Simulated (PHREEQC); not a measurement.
Consider water at 40 °C with 0.054 mol/kgw HF, 0.032 mol/kgw (NH4)2SiF6 and 0.12 mol/kgw HCl. Closed to the air; pH follows from the charge balance.

Model: ion-association model, wateq4f.dat, run in PHREEQC.

```
quantity          before     after
--------------  --------  --------
pH                  1.02      1.69
HF (mol/kgw)      0.0466    0.0108
H2F2 (mol/kgw)   0.00342  0.000175
F- (mol/kgw)    0.000374  0.000325
```

Question: Which change was made?
(A) HF from 0.054 to 0.0594 mol/kgw
(B) HCl from 0.12 to 0.108 mol/kgw
(C) temperature from 40 to 70 °C
(D) diluted 5-fold with water
(E) (NH4)2SiF6 left out

Answer: D, diluted 5-fold with water

This is a speciation only: nothing precipitates in the calculation. Constants without temperature data keep their 25 °C values here. SiF6-2 is the database's only silicon fluoride.
